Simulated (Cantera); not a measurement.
Equilibrium for hydrogen reduction and annealing atmospheres: Cu₂O + H₂ + N₂

Feed: 1 mol Cu₂O, 1.7 mol H₂, 4.8 mol N₂, held at 1.33 mbar.

Method: chemical equilibrium by Gibbs-energy minimisation in Cantera with the NASA 1993 tables (ideal gas, pure condensed phases). Candidate condensed phases: Cu, CuO, Cu(OH)₂, Cu₂O, H₂O; 27 gas species. Kinetics and transport are ignored.

From 1398 K to 1698 K the condensed part is Cu(l). The main Cu-bearing gas is Cu throughout. The share of Cu in condensed phases is highest at 1398 K (99.7 %) and lowest at 1698 K (57.2 %).

```tsv
T (K)	x N₂	x H₂O	x Cu	x H₂	x H	x Cu₂	x OH	x NO	n Cu(l)
1398	0.738	0.154	0.000973	0.108	4.25e-5	1.87e-7	1.20e-6	2.59e-8	1.99
1423	0.737	0.154	0.00157	0.107	5.96e-5	3.63e-7	1.85e-6	4.34e-8	1.99
1448	0.737	0.153	0.00249	0.107	8.27e-5	6.88e-7	2.81e-6	7.15e-8	1.98
1473	0.736	0.153	0.00388	0.107	0.000113	1.27e-6	4.22e-6	1.16e-7	1.97
1498	0.734	0.153	0.00596	0.107	0.000154	2.31e-6	6.24e-6	1.84e-7	1.96
1523	0.732	0.152	0.00903	0.107	0.000207	4.10e-6	9.11e-6	2.88e-7	1.94
1548	0.728	0.152	0.0135	0.106	0.000275	7.13e-6	1.31e-5	4.45e-7	1.91
1573	0.724	0.151	0.0199	0.105	0.000361	1.22e-5	1.87e-5	6.77e-7	1.87
1598	0.717	0.149	0.0290	0.104	0.000471	2.05e-5	2.62e-5	1.01e-6	1.81
1623	0.707	0.147	0.0417	0.103	0.000607	3.38e-5	3.64e-5	1.50e-6	1.72
1648	0.694	0.145	0.0592	0.101	0.000775	5.50e-5	4.99e-5	2.18e-6	1.59
1673	0.676	0.141	0.0834	0.0982	0.000977	8.81e-5	6.74e-5	3.13e-6	1.41
1698	0.652	0.136	0.116	0.0945	0.00122	0.000139	8.99e-5	4.42e-6	1.14
```
x: gas mole fraction; n: condensed amount in mol.
